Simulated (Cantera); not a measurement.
A Cantera script and what it prints.

```python
import numpy as np
import cantera as ct

gas_names = [...]  # 127 gases of nasa_gas.yaml made of C, Fe, H, O, S
cond_names = """
    C(gr) C6H6(L) C7H8(L) C8H18(L),n-octa Fe(a) Fe(c) Fe(d) Fe(L) FeC5O5(L) FeO(s) FeO(L) Fe(OH)2(s)
    Fe(OH)3(s) FeS(a) FeS(b) FeS(c) FeS(L) FeSO4(s) FeS2(s) Fe2O3(s) Fe2S3O12(s) Fe3O4(s) H2O(s) H2O(L)
    H2SO4(L) S(cr1) S(cr2) S(L)
""".split()


# ... load() reads the species with a 1 bar reference pressure and builds the phases ...
atoms = {
    'Fe2O3': {'Fe': 2, 'O': 3},
    'H2S': {'H': 2, 'S': 1},
    'CO2': {'C': 1, 'O': 2},
}
top_T = {'C(gr)': 4500, 'FeSO4(s)': 950, 'FeS2(s)': 1010, 'Fe2O3(s)': 1830, 'Fe2S3O12(s)': 1100, 'Fe3O4(s)': 1870}  # K; cautious upper limits of use, not melting points


# ... equilibrate(T, P, feed) seeds the gas with the atoms and calls Mixture.equilibrate('TP', solver="vcs", rtol=1e-11, max_steps=5000) ...
results = []
feed = {'Fe2O3': 1, 'H2S': 0.49, 'CO2': 0.26}  # mol
T = 1423  # K
P = 10000  # Pa
mix = equilibrate(T, P, feed)
results.append((T, P, feed, dict(zip(mix.species_names, mix.species_moles))))
print(gas.report(threshold=0.0001))
for i in range(1, mix.n_phases):
    print(f"{mix.phase(i).name:16s} {mix.phase_moles(i):12.5e} mol")
```

Output:

```
       temperature   1423 K
          pressure   10000 Pa
           density   0.032885 kg/m^3
  mean mol. weight   38.908 kg/kmol
   phase of matter   gas

                          1 kg             1 kmol
                     ---------------   ---------------
          enthalpy        -4.978e+06       -1.9368e+08  J
   internal energy       -5.2821e+06       -2.0551e+08  J
           entropy            7953.3        3.0944e+05  J/K
    Gibbs function       -1.6296e+07       -6.3402e+08  J
 heat capacity c_p            1287.5             50094  J/K
 heat capacity c_v            1073.8             41780  J/K

                      mass frac. Y      mole frac. X     chem. pot. / RT
                     ---------------   ---------------   ---------------
                CO          0.020768          0.028848           -41.792
               COS        0.00069568         0.0004506           -54.148
               CO2            0.2261           0.19989           -67.108
                H2          0.001302          0.025127           -24.437
               H2O           0.18269           0.39457           -49.753
               H2S          0.010478          0.011964           -36.793
                SH        0.00044233        0.00052044           -24.574
                SO         0.0029832         0.0024151           -37.672
               SO2            0.4212           0.25583           -62.988
                S2           0.12892          0.078229           -24.712
               S2O         0.0044025          0.002138           -50.028
     [ +116 minor]        1.9445e-05        2.1717e-05

C(gr)             0.00000e+00 mol
Fe(c)             0.00000e+00 mol
FeC5O5(L)         0.00000e+00 mol
FeO(s)            2.00000e+00 mol
Fe(OH)2(s)        0.00000e+00 mol
Fe(OH)3(s)        0.00000e+00 mol
FeS(c)            0.00000e+00 mol
Fe2O3(s)          0.00000e+00 mol
Fe3O4(s)          0.00000e+00 mol
S(L)              0.00000e+00 mol
```

Equilibrium computed with Cantera from the NASA thermochemical tables; the gas is ideal and each condensed phase is pure. The tables' stoichiometric FeO is somewhat more stable than real wüstite, so its field is too wide. FeO: taken at fixed stoichiometry.
